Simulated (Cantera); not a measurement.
Input (Python, Cantera) and output of one run.

```python
import numpy as np
import cantera as ct

gas_names = """
    Electron AL AL+ AL- ALN ALO ALO+ ALO- ALO2 ALO2- AL2 AL2O AL2O+ AL2O2 AL2O2+ N N+ N- NO NO+ NO2 NO2-
    NO3 NO3- N2 N2+ N2- N2O N2O+ O O+ O- O2 O2+ O2- O3
""".split()
cond_names = """
    AL(cr) AL(L) ALN(s) AL2O3(a) AL2O3(L)
""".split()


def load(file, names, dense=False):
    # The tables refer to 1 bar. Condensed volumes are neglected.
    table = {s.name: s for s in ct.Species.list_from_file(file)}
    out = []
    for n in names:
        d = dict(table[n].input_data)
        d["thermo"] = dict(d["thermo"], **{"reference-pressure": 1e5})
        if dense:
            d["equation-of-state"] = {"model": "constant-volume", "density": "1e6 g/cm^3"}
        out.append(ct.Species.from_dict(d))
    return out


gas = ct.Solution(thermo="ideal-gas", species=load("nasa_gas.yaml", gas_names))
cond = {s.name: ct.Solution(thermo="fixed-stoichiometry", species=[s], name=s.name)
        for s in load("nasa_condensed.yaml", cond_names, dense=True)}
atoms = {
    'Al2O3': {'AL': 2, 'O': 3},
    'N2': {'N': 2},
}
top_T = {'ALN(s)': 2750}  # K; cautious upper limits of use, not melting points


def equilibrate(T, P, feed):
    n = {}
    for name, mol in feed.items():
        for a, k in atoms[name].items():
            n[a] = n.get(a, 0.0) + k * mol
    gas.TPX = T, P, n
    mass = sum(n.values()) * gas.mean_molecular_weight
    gas.equilibrate("TP")
    valid = [c for c in cond.values() if c.min_temp <= T <= top_T.get(c.name, c.max_temp)]
    mix = ct.Mixture([(gas, mass / gas.mean_molecular_weight)] + [(c, 0.0) for c in valid])
    mix.T, mix.P = T, P
    mix.equilibrate("TP", solver="vcs", rtol=1e-11, max_steps=5000)
    return mix


results = []
feed = {'Al2O3': 1, 'N2': 2.5}  # mol
P = 10000  # Pa
for T in [2500, 2750, 3000, 3250, 3500, 3750, 4000, 4250, 4500, 4750, 5000]:
    mix = equilibrate(T, P, feed)
    results.append((T, P, feed, dict(zip(mix.species_names, mix.species_moles))))

top = {s: max(r[3][s] / sum(r[3][g] for g in gas_names) for r in results) for s in gas_names}
cols = sorted((s for s in top if top[s] > 0.0001), key=lambda s: -top[s])[:9]
seen = [c for c in cond_names if any(r[3].get(c, 0) > 1e-12 for r in results)]
print("log10 of partial pressures in bar; condensed amounts in mol")
print(f"{'T/K':>10s}" + "".join(f"{s[:9]:>10s}" for s in cols + seen))
for T, P, feed, n in results:
    ng = sum(n[g] for g in gas_names)
    print(f"{T:10.4g}" + "".join(f"{np.log10(max(n[s] / ng * P / 1e5, 1e-99)):10.3f}" for s in cols)
          + "".join(f"{n.get(c, 0):10.4g}" for c in seen))
```

Output:

```
log10 of partial pressures in bar; condensed amounts in mol
       T/K        N2         O        AL       ALO         N      AL2O        O2       AL+  Electron  AL2O3(L)
      2500    -1.000    -5.072    -5.011    -5.411    -7.034    -5.828    -6.466    -7.745    -7.774    0.9998
      2750    -1.002    -3.898    -4.015    -4.219    -6.120    -4.674    -5.091    -6.625    -6.701    0.9975
      3000    -1.014    -2.941    -3.170    -3.230    -5.363    -3.702    -3.990    -5.658    -5.815    0.9783
      3250    -1.088    -2.146    -2.449    -2.399    -4.753    -2.882    -3.087    -4.814    -5.079    0.8424
      3500    -1.393    -1.596    -1.901    -1.887    -4.351    -2.453    -2.578    -4.160    -4.442         0
      3750    -1.439    -1.500    -1.704    -2.102    -3.892    -3.017    -2.898    -3.837    -3.920         0
      4000    -1.466    -1.449    -1.629    -2.417    -3.484    -3.737    -3.244    -3.545    -3.564         0
      4250    -1.481    -1.427    -1.606    -2.762    -3.118    -4.483    -3.595    -3.287    -3.291         0
      4500    -1.494    -1.420    -1.604    -3.098    -2.793    -5.195    -3.932    -3.059    -3.061         0
      4750    -1.512    -1.420    -1.614    -3.417    -2.504    -5.863    -4.247    -2.859    -2.860         0
      5000    -1.540    -1.426    -1.634    -3.721    -2.250    -6.492    -4.542    -2.683    -2.684         0
```

Cantera equilibrium calculation (NASA polynomials, part measured and part estimated; ideal gas, pure solids and liquids).
